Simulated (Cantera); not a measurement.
What does this Cantera script print?

```python
import numpy as np
import cantera as ct

surf = ct.Interface("ptcombust.yaml", "Pt_surf")
gas = surf.adjacent["gas"]
gas.TPX = 475, 440000, {'H2': 0.0035, 'O2': 0.043, 'N2': 0.79}
surf.TP = 475, 440000
reactor = ct.FlowReactor(gas, clone=False)
reactor.area = 0.0001  # m2
reactor.surface_area_to_volume_ratio = 190  # 1/m
reactor.mass_flow_rate = 2.1 * reactor.area * gas.density  # inlet velocity 2.1 m/s
reactor.energy_enabled = False
wall = ct.ReactorSurface(surf, reactor, clone=False)
net = ct.ReactorNet([reactor])
net.rtol, net.atol = 1e-8, 1e-16
show, cover = ['H2', 'O2', 'H2O'], ['PT(S)', 'H(S)', 'O(S)', 'OH(S)', 'CO(S)', 'C(S)']

rows = []
print(f"{'z/m':>9s}{'u/(m/s)':>9s}" + "".join(f"{s:>13s}" for s in show + cover))
for z in [0.00034, 0.00066, 0.0013, 0.0025, 0.0048, 0.0092, 0.018, 0.034]:
    net.advance(z)
    rows.append([reactor.speed, *gas[show].X, *surf[cover].coverages])
    print(f"{z:9.4g}{rows[-1][0]:9.3g}" + "".join(f"{x:13.4e}" for x in rows[-1][1:]))
```

Result:

```
      z/m  u/(m/s)           H2           O2          H2O        PT(S)         H(S)         O(S)        OH(S)        CO(S)         C(S)
  0.00034      2.1   3.8269e-03   5.1235e-02   3.5790e-04   1.0590e-01   1.8836e-07   8.4678e-01   4.7143e-02   3.1970e-25   1.4073e-30
  0.00066      2.1   3.5415e-03   5.1099e-02   6.4395e-04   9.8265e-02   1.6045e-07   8.5368e-01   4.7854e-02   4.1226e-25   5.0747e-30
   0.0013      2.1   3.0802e-03   5.0880e-02   1.1062e-03   8.5833e-02   1.2027e-07   8.6565e-01   4.8292e-02  -4.6402e-27   9.8655e-32
   0.0025      2.1   2.4728e-03   5.0591e-02   1.7149e-03   6.9301e-02   7.6505e-08   8.8300e-01   4.7464e-02  -2.2035e-25  -5.7884e-33
   0.0048      2.1   1.7912e-03   5.0267e-02   2.3979e-03   5.0522e-02   3.9501e-08   9.0494e-01   4.4324e-02   2.2940e-24  -7.6538e-41
   0.0092      2.1   1.1700e-03   4.9972e-02   3.0204e-03   3.3195e-02   1.6583e-08   9.2793e-01   3.8707e-02  -2.8878e-26  -1.4260e-30
    0.018      2.1   6.8917e-04   4.9744e-02   3.5023e-03   1.9643e-02   5.6765e-09   9.4880e-01   3.1450e-02   9.4507e-27   2.3445e-33
    0.034      2.1   3.9378e-04   4.9603e-02   3.7983e-03   1.1256e-02   1.8375e-09   9.6407e-01   2.4609e-02  -5.6020e-26  -2.7141e-30
```

Model: Deutschmann's 1995 Pt surface mechanism with GRI-Mech 3.0 gas chemistry, integrated in Cantera. Catalytic surfaces can have several steady states; this one follows from the mechanism file's or the stated starting coverage. Mass transfer to the wall is taken as infinitely fast.
